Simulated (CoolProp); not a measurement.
Saturation properties of water.

The numbers come from the reference Helmholtz-energy equation of state, Wagner 2002 in CoolProp.

```json
[
 {"T (°C)": "236.35", "p (MPa)": "3.137", "vapour Z": "0.8503", "surface tension (mN/m)": "29.0", "liquid viscosity (µPa s)": "113", "liquid conductivity (mW/(m K))": "631"},
 {"T (°C)": "242.65", "p (MPa)": "3.506", "vapour Z": "0.8389", "surface tension (mN/m)": "27.6", "liquid viscosity (µPa s)": "110", "liquid conductivity (mW/(m K))": "625"},
 {"T (°C)": "248.85", "p (MPa)": "3.900", "vapour Z": "0.8270", "surface tension (mN/m)": "?", "liquid viscosity (µPa s)": "107", "liquid conductivity (mW/(m K))": "618"},
 {"T (°C)": "255.05", "p (MPa)": "4.326", "vapour Z": "0.8146", "surface tension (mN/m)": "24.6", "liquid viscosity (µPa s)": "104", "liquid conductivity (mW/(m K))": "611"},
 {"T (°C)": "261.35", "p (MPa)": "4.796", "vapour Z": "?", "surface tension (mN/m)": "23.2", "liquid viscosity (µPa s)": "101", "liquid conductivity (mW/(m K))": "604"},
 {"T (°C)": "267.55", "p (MPa)": "5.295", "vapour Z": "0.7876", "surface tension (mN/m)": "21.7", "liquid viscosity (µPa s)": "?", "liquid conductivity (mW/(m K))": "597"},
 {"T (°C)": "273.75", "p (MPa)": "5.833", "vapour Z": "0.7732", "surface tension (mN/m)": "20.3", "liquid viscosity (µPa s)": "96.1", "liquid conductivity (mW/(m K))": "589"},
 {"T (°C)": "279.95", "p (MPa)": "6.412", "vapour Z": "0.7580", "surface tension (mN/m)": "?", "liquid viscosity (µPa s)": "93.6", "liquid conductivity (mW/(m K))": "581"},
 {"T (°C)": "286.25", "p (MPa)": "7.044", "vapour Z": "0.7418", "surface tension (mN/m)": "17.4", "liquid viscosity (µPa s)": "91.1", "liquid conductivity (mW/(m K))": "573"}
]
```

**Question.** Complete the blanks.

**Answer.** 
- 248.85, surface tension (mN/m): 26.1
- 261.35, vapour Z: 0.8013
- 267.55, liquid viscosity (µPa s): 98.6
- 279.95, surface tension (mN/m): 18.8

It boils at 100.0 °C under 1 atm.

Viscosity comes from a separate model (Huber 2009). Thermal conductivity comes from a separate model (Huber 2012). Surface tension comes from a separate correlation (Mulero 2012).
